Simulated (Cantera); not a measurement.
Feed: 1 mol Si, 2.9 mol Cl₂, 9 mol H₂, held at 1123 K and 2100000 Pa.

Method: chemical equilibrium by Gibbs-energy minimisation in Cantera with the NASA 1993 tables (ideal gas, pure condensed phases). Candidate condensed phases: Si; 19 gas species. The tables' values for SiCl₃ are old estimates; treat these amounts as uncertain. Equilibrium is a limit: real reactors are often held back by kinetics, nucleation or transport.

Base state: H₂ 0.737, HCl 0.172, SiCl₄ 0.0853, SiHCl₃ 0.00628, SiCl₃ 0.000113, SiH₂Cl₂ 5.66e-5 (mole fractions); condensed: gas only.

### Question
What changes in the equilibrium state with this change: temperature from 1123 K to 1248.15 K?

### Answer
```json
[
 {"species": "H₂", "before": "0.737", "after": "0.731"},
 {"species": "HCl", "before": "0.172", "after": "0.178"},
 {"species": "SiCl₄", "before": "0.0853", "after": "0.0793"},
 {"species": "SiHCl₃", "before": "0.00628", "after": "0.0115"},
 {"species": "SiCl₂", "before": "1.87e-6", "after": "3.85e-5"},
 {"species": "SiCl₃", "before": "0.000113", "after": "0.000651"},
 {"species": "SiH₂Cl₂", "before": "5.66e-5", "after": "0.000226"}
]
```
